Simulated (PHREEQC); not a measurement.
Make-up at 85 °C: 0.0014 mol/kgw HCl and 0.00031 mol/kgw MnSO4. Closed to the air; pH follows from the charge balance.

Equilibrium calculation in PHREEQC: ion-association model, phreeqc.dat.

No solid was allowed to form.

Question: Predict the pH.

Answer: pH 2.91.

Question: In which forms is Mn present?

Answer: Mn+2 94 %, MnSO4 5.4 % of the Mn.

Complexes and solids missing from the database can't appear. Away from 25 °C the constants follow the database's enthalpies or fits; those with neither stay at their 25 °C values.
